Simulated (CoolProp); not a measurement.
Properties of sulfur dioxide along the isobar 15.7 MPa.

Computed with CoolProp (reference Helmholtz-energy equation of state, Gao 2016).

```json
[
 {"T (°C)": "74.95", "phase": "liquid", "density (kg/m³)": "1262", "cp (kJ/(kg K))": "1.412", "speed of sound (m/s)": "770.6", "expansivity (1/kK)": "2.323"},
 {"T (°C)": "90.55", "phase": "liquid", "density (kg/m³)": "1215", "cp (kJ/(kg K))": "1.447", "speed of sound (m/s)": "708.9", "expansivity (1/kK)": "2.583"},
 {"T (°C)": "106.25", "phase": "liquid", "density (kg/m³)": "1164", "cp (kJ/(kg K))": "1.493", "speed of sound (m/s)": "645.4", "expansivity (1/kK)": "2.930"},
 {"T (°C)": "121.85", "phase": "liquid", "density (kg/m³)": "1108", "cp (kJ/(kg K))": "1.556", "speed of sound (m/s)": "580.8", "expansivity (1/kK)": "3.403"},
 {"T (°C)": "137.45", "phase": "liquid", "density (kg/m³)": "1045", "cp (kJ/(kg K))": "1.644", "speed of sound (m/s)": "514.8", "expansivity (1/kK)": "4.082"},
 {"T (°C)": "153.15", "phase": "liquid", "density (kg/m³)": "973.0", "cp (kJ/(kg K))": "1.776", "speed of sound (m/s)": "447.3", "expansivity (1/kK)": "5.125"},
 {"T (°C)": "168.75", "phase": "supercritical", "density (kg/m³)": "887.3", "cp (kJ/(kg K))": "1.985", "speed of sound (m/s)": "380.1", "expansivity (1/kK)": "6.841"},
 {"T (°C)": "184.35", "phase": "supercritical", "density (kg/m³)": "780.6", "cp (kJ/(kg K))": "2.331", "speed of sound (m/s)": "315.8", "expansivity (1/kK)": "9.860"},
 {"T (°C)": "200.05", "phase": "supercritical", "density (kg/m³)": "647.6", "cp (kJ/(kg K))": "2.704", "speed of sound (m/s)": "265.8", "expansivity (1/kK)": "13.76"},
 {"T (°C)": "215.65", "phase": "supercritical", "density (kg/m³)": "519.6", "cp (kJ/(kg K))": "2.519", "speed of sound (m/s)": "246.6", "expansivity (1/kK)": "13.57"},
 {"T (°C)": "231.25", "phase": "supercritical", "density (kg/m³)": "430.4", "cp (kJ/(kg K))": "2.042", "speed of sound (m/s)": "247.6", "expansivity (1/kK)": "10.52"},
 {"T (°C)": "246.95", "phase": "supercritical", "density (kg/m³)": "372.6", "cp (kJ/(kg K))": "1.687", "speed of sound (m/s)": "254.6", "expansivity (1/kK)": "8.028"}
]
```

The peak of cp marks the crossing from liquid-like to gas-like fluid above the critical point.
